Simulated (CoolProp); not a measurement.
Vapour-liquid equilibrium of n-butane (1) + benzene (2) at 27.25 °C; x and y are mole fractions of (1).

Computed with CoolProp (multi-fluid Helmholtz-energy mixture model, Bücker 2006 and Thol 2012; pair parameters Bell 2016).

Give the bubble pressure and the first vapour's composition at x = 0.55, 0.75, 0.85. Is there an azeotrope?

x = 0.55: 0.1701 MPa, y = 0.954; x = 0.75: 0.2082 MPa, y = 0.974; x = 0.85: 0.2274 MPa, y = 0.984. No azeotrope shows between x = 0.05 and 0.95.

Pair parameters are fitted to limited data, so mixtures are less certain than the pure fluids.
